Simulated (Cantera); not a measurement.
Charge: 1 mol Cu₂O, 0.92 mol CO, 3.5 mol CH₄, held at 100000 Pa.

Method: chemical equilibrium by Gibbs-energy minimisation in Cantera with the NASA 1993 tables (ideal gas, pure condensed phases). Candidate condensed phases: C, C₆H₆, C₇H₈, C₈H₁₈, Cu, CuO, Cu(OH)₂, Cu₂O, H₂O; 113 gas species. Equilibrium is a limit: real reactors are often held back by kinetics, nucleation or transport.

Question: At 1548 K, list the 7 most abundant gas species with their mole fractions, and the condensed phases.

Answer: H₂ 0.783, CO 0.215, CH₄ 0.00126, H₂O 0.000207, H 2.72e-5, CO₂ 2.04e-5, Cu 1.80e-5. Condensed: C(graphite) + Cu(l).
